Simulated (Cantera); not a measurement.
An adiabatic, constant-volume homogeneous reactor starts with 5.22 % CH₃OH, 11.3 % O₂, 83.5 % N₂, at 1250 K and 1.01 bar.

Model: GRI-Mech 3.0 (53 species, 325 reactions), integrated in Cantera. GRI-Mech 3.0 was tuned for natural gas; its chemistry of methanol as a main component is partial and can be far from experiment.

One state of this run: T (K) = 2325; P (bar) = 1.94; x CH₃OH = <1e-12; x O₂ = 0.0312; x NO = 0.00644; x H₂O = 0.0981; x H₂O₂ = 1.14e-7. x: mole fraction; the columns are a selection and need not sum to one.

**Question.** Which value of t (s) does it belong to?
A. 0.00331
B. 4.95e-5
C. 3.00e-6
D. 0.222

**Answer.** D, 0.222
